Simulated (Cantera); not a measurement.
Feed: 1 mol PbO, 6.2 mol C, 0.6 mol N2, at 44.0 Pa.

Method: chemical equilibrium by Gibbs-energy minimisation in Cantera with the NASA 1993 tables (ideal gas, pure condensed phases). Candidate condensed phases: C, Pb, PbO, PbO2, Pb3O4; 27 gas species. Rates play no part.

x: gas mole fraction; n: condensed amount in mol.

```
T (°C)   x CO     x Pb   x N2     x CO2    x CN    x Pb2  n C(graphite)  n Pb(l)
------  -----  -------  -----  --------  ------  -------  -------------  -------
652     0.621  0.00607  0.373  0.000509  <1e-12  5.67e-9           5.20    0.990
752     0.585   0.0632  0.351   5.19e-5  <1e-12  2.87e-7           5.20    0.892
852     0.385    0.385  0.231   3.81e-6  <1e-12  5.65e-6           5.20        0
952     0.385    0.385  0.231   8.72e-7  <1e-12  3.33e-6           5.20        0
1052    0.385    0.385  0.231   2.51e-7     [?]  2.12e-6           5.20        0
1152    0.385    0.385  0.231   8.69e-8     [?]  1.44e-6           5.20        0
1252    0.385    0.385  0.231   3.48e-8     [?]  1.02e-6           5.20        0
1352    0.385    0.385  0.231   1.57e-8     [?]  7.59e-7           5.20        0
1452    0.385    0.385  0.231   7.78e-9     [?]  5.81e-7           5.20        0
1552    0.385    0.385  0.231   4.19e-9     [?]  4.57e-7           5.20        0
1652    0.385    0.385  0.231   2.42e-9     [?]  3.68e-7           5.20        0
1752    0.385    0.385  0.231   1.48e-9     [?]  3.02e-7           5.20        0
```

**Question.** Some entries are withheld; supply them.

**Answer.** 
- 1052, x CN: 2.03e-11
- 1152, x CN: 3.30e-10
- 1252, x CN: 3.70e-9
- 1352, x CN: 3.08e-8
- 1452, x CN: 2.00e-7
- 1552, x CN: 1.06e-6
- 1652, x CN: 4.67e-6
- 1752, x CN: 1.78e-5
